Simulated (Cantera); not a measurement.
Charge: 1 mol trisilylamine, a varied amount of NH₃, equilibrated at 948.15 K and 0.00350 bar.

Method: chemical equilibrium by Gibbs-energy minimisation in Cantera with the NASA 1993 tables (ideal gas, pure condensed phases). Candidate condensed phases: Si, Si₃N₄; 18 gas species. The feed counts by its element totals alone. Rates play no part.

### Question
Which condensed phases are stable at each of these points (n(NH₃) (mol)): 0.2, 0.36, 0.66, 1.2, 2.2, 3.9, 7, 13, 23, 42?

### Answer
```tsv
n(NH₃) (mol)	condensed phases	Si condensed (%)
0.2	Si(s) + Si₃N₄(s)	100.0
0.36	Si(s) + Si₃N₄(s)	100.0
0.66	Si(s) + Si₃N₄(s)	100.0
1.2	Si(s) + Si₃N₄(s)	100.0
2.2	Si(s) + Si₃N₄(s)	100.0
3.9	Si₃N₄(s)	100.0
7	Si₃N₄(s)	100.0
13	Si₃N₄(s)	100.0
23	Si₃N₄(s)	100.0
42	Si₃N₄(s)	100.0
```

From 0.2 mol NH₃ to 2.2 mol NH₃ the condensed part is Si(s) + Si₃N₄(s). From 3.9 mol NH₃ to 42 mol NH₃ the condensed part is Si₃N₄(s).
